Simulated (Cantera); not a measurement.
A perfectly stirred reactor is fed with 6.57 % C2H4, 17.9 % O2, 67.6 % N2, 7.88 % H2O, equivalence ratio 1.1, at 13.8 atm; it is adiabatic with a 823 K inlet, and is followed from long to short residence time, starting on the burning branch (τ in s: 0.12, 0.046, 0.018, 0.0068, 0.0026, 0.001, 0.00039, 0.00015, 5.8e-05, 2.2e-05, 8.6e-06).

Cantera simulation using GRI-Mech 3.0 (53 species, 325 reactions); the numbers are that mechanism's predictions, not measurements. GRI-Mech 3.0 was tuned for natural gas; its chemistry of ethylene as a main component is partial and can be far from experiment. The pressure lies above the range GRI-Mech 3.0 was tuned for (to about 10 atm).

x: mole fraction; the columns are a selection and need not sum to one.

| τ (s) | T (K) | x C2H4 | x O2 | x H2O | x HCN | x CH3 | x H2O2 |
|---|---|---|---|---|---|---|---|
| 0.12 | 2609 | ? | 0.00237 | 0.192 | 5.00e-8 | 3.12e-8 | 3.08e-7 |
| 0.046 | 2609 | ? | 0.00239 | 0.192 | 1.21e-7 | 8.09e-8 | 3.10e-7 |
| 0.018 | 2609 | ? | 0.00245 | 0.192 | 2.90e-7 | 2.04e-7 | 3.15e-7 |
| 0.0068 | 2608 | ? | 0.00259 | 0.191 | 6.87e-7 | 5.23e-7 | 3.27e-7 |
| 0.0026 | 2604 | ? | 0.00290 | 0.191 | 1.45e-6 | 1.27e-6 | 3.53e-7 |
| 0.0010 | 2596 | ? | 0.00354 | 0.190 | 2.67e-6 | 2.89e-6 | 4.03e-7 |
| 0.00039 | 2577 | ? | 0.00468 | 0.189 | 4.28e-6 | 5.98e-6 | 4.90e-7 |
| 0.00015 | 2544 | ? | 0.00659 | 0.187 | 6.19e-6 | 1.16e-5 | 6.27e-7 |
| 5.8e-5 | 2493 | ? | 0.00946 | 0.184 | 8.19e-6 | 2.16e-5 | 8.27e-7 |
| 2.2e-5 | 2420 | ? | 0.0137 | 0.179 | 1.04e-5 | 4.16e-5 | 1.12e-6 |
| 8.6e-6 | 2323 | ? | 0.0200 | 0.175 | 1.31e-5 | 8.64e-5 | 1.57e-6 |

**Question.** Some entries are withheld; supply them.

**Answer.** 
- 0.12, x C2H4: 5.17e-8
- 0.046, x C2H4: 1.35e-7
- 0.018, x C2H4: 3.41e-7
- 0.0068, x C2H4: 8.88e-7
- 0.0026, x C2H4: 2.24e-6
- 0.0010, x C2H4: 5.44e-6
- 0.00039, x C2H4: 1.26e-5
- 0.00015, x C2H4: 2.82e-5
- 5.8e-5, x C2H4: 6.14e-5
- 2.2e-5, x C2H4: 0.000137
- 8.6e-6, x C2H4: 0.000326
